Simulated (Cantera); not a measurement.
A perfectly stirred reactor is fed with CH₄ : O₂ : N₂ = 1 : 3.03 : 11.4 (molar parts), at 5.00 bar; it is adiabatic with a 575 K inlet, and is followed from long to short residence time, starting on the burning branch (τ in s: 0.023, 0.014, 0.0085, 0.0052, 0.0032, 0.0019, 0.0012, 0.00072, 0.00044, 0.00027, 0.00016, 0.0001, 6.1e-05).

Model: GRI-Mech 3.0 (53 species, 325 reactions), integrated in Cantera.

### Question
What does this change do: N2 11.4 to 16 parts?

### Answer
```csv
quantity,before,after
"blow-out, bracketed by the residence times tried","burning at 61.0 µs, the shortest tried","burning at 0.440 ms, out at 0.270 ms"
x(CH₄) at τ = 23.0 ms,8.82e-6,2.35e-5
x(O₂) at τ = 23.0 ms,0.0665,0.0515
x(C₂H₆) at τ = 23.0 ms,1.76e-10,5.49e-9
x(CO₂) at τ = 23.0 ms,0.0644,0.0495
x(C₂H₂) at τ = 23.0 ms,1.67e-9,1.85e-8
x(CH₄) at τ = 1.20 ms,7.53e-5,0.000188
x(O₂) at τ = 1.20 ms,0.0673,0.0531
x(C₂H₆) at τ = 1.20 ms,6.79e-9,1.16e-7
x(CO₂) at τ = 1.20 ms,0.0624,0.0466
x(C₂H₂) at τ = 1.20 ms,3.22e-8,1.33e-7
```

### Question
What does this change do: N2 11.4 to 18 parts?

### Answer
```csv
quantity,before,after
"blow-out, bracketed by the residence times tried","burning at 61.0 µs, the shortest tried","burning at 0.720 ms, out at 0.440 ms"
x(CH₄) at τ = 23.0 ms,8.82e-6,3.37e-5
x(O₂) at τ = 23.0 ms,0.0665,0.0470
x(C₂H₆) at τ = 23.0 ms,1.76e-10,1.66e-8
x(CO₂) at τ = 23.0 ms,0.0644,0.0449
x(C₂H₂) at τ = 23.0 ms,1.67e-9,3.80e-8
x(CH₄) at τ = 1.20 ms,7.53e-5,0.000332
x(O₂) at τ = 1.20 ms,0.0673,0.0495
x(C₂H₆) at τ = 1.20 ms,6.79e-9,5.23e-7
x(CO₂) at τ = 1.20 ms,0.0624,0.0407
x(C₂H₂) at τ = 1.20 ms,3.22e-8,3.08e-7
```
